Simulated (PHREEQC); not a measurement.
A column of 0.2 m (30 cells, dispersivity 0.01 m, 3600 s a shift, diffusion coefficient 3e-10 m²/s) holds 0.0078 eq of the database's cation exchanger X per kg of pore water, first in equilibrium with 0.00043 mol KCl and 1e-05 mol HCl per kg of water. It is flushed with 0.011 mol/kgw SrCl2 and 1e-05 mol/kgw HCl, at 25 °C. Values are for the last cell. CO2 from the air is kept out. Precipitation was switched off in this run.

The series has 31 steps of pore volumes, from 0 to 3.017.

All values are PHREEQC results (ion-association model, phreeqc.dat), not measurements.

Q: After how many pore volumes does Sr at the outlet first reach half of its feed value?

A: By 1.3 pore volumes.
